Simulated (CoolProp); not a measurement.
CH2F2 (R32) along the isobar 173 bar: fugacity coefficient from the reference equation and from simpler models built on Tc = 351.3 K, pc = 57.83 bar, ω = 0.277; each cubic takes its own stable root.

The numbers come from the reference Helmholtz-energy equation of state, Tillner-Roth 1997 in CoolProp.

```csv
T (K),phase,reference,van der Waals,Soave-Redlich-Kwong
268.7,liquid,0.05061,0.1584,0.05840
275.1,liquid,0.06085,0.1723,0.07042
281.5,liquid,0.07234,0.1867,0.08393
287.8,liquid,0.08492,0.2013,0.09871
294.2,liquid,0.09898,0.2164,0.1152
300.6,liquid,0.1143,0.2319,0.1332
307,liquid,0.1310,0.2477,0.1527
313.4,liquid,0.1488,0.2637,0.1736
319.7,liquid,0.1676,0.2797,0.1954
326.1,liquid,0.1878,0.2961,0.2188
332.5,liquid,0.2090,0.3127,0.2432
338.9,liquid,0.2312,0.3294,0.2686
345.3,liquid,0.2543,0.3461,0.2948
351.6,supercritical,0.2777,0.3626,0.3212
358,supercritical,0.3021,0.3794,0.3485
364.4,supercritical,0.3270,0.3962,0.3760
```
